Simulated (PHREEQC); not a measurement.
# Metal-bearing waste water (model solution)

Dissolve 0.0017 mol CuSO4, 0.056 mol CuCl2 and 0.00047 mol NaF per kg of water at 25 °C. Closed to the air; pH follows from the charge balance.

All values are PHREEQC results (ion-association model, wateq4f.dat), not measurements.

pH: 4.41
ionic strength: 0.161 mol/kgw

```
species  molality  activity   log γ
-------  --------  --------  ------
Cl-         0.107    0.0777  -0.138
Cu+2       0.0514    0.0179  -0.457
CuCl+     0.00511   0.00375  -0.134
CuSO4    0.000896  0.000930   0.016
SO4-2    0.000802  0.000254  -0.500
Na+      0.000469  0.000354  -0.122
F-       0.000347  0.000251  -0.140
CuCl2    0.000151  0.000156   0.016
CuF+     0.000109   8.21e-5  -0.121
```

This is a speciation only: nothing precipitates in the calculation. Saturation is exceeded, for instance for Atacamite, Antlerite; the values hold only as long as no solid forms. Species that the database lacks are ignored.
